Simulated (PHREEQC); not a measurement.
1 kg of water holding 0.34 mol NaCl, 0.015 mol NaOH and 0.022 mol Na2SO4 is evaporated at 25 °C; the solids stay in contact with the brine. No CO2 enters from the air. The run lets Halite, Mirabilite, Thenardite precipitate or redissolve, and no other solid.

Model: Pitzer model, pitzer.dat, run in PHREEQC.

Q: Predict ionic strength, water activity, S in solution (mol/kgw) at water left (kg) = 0.2082, 0.1407, 0.0293.

A: 
| water left (kg) | ionic strength | water activity | S in solution (mol/kgw) |
|---|---|---|---|
| 0.2082 | 2.02 | 0.938 | 0.106 |
| 0.1407 | 2.99 | 0.906 | 0.156 |
| 0.0293 | 7.76 | 0.736 | 0.644 |
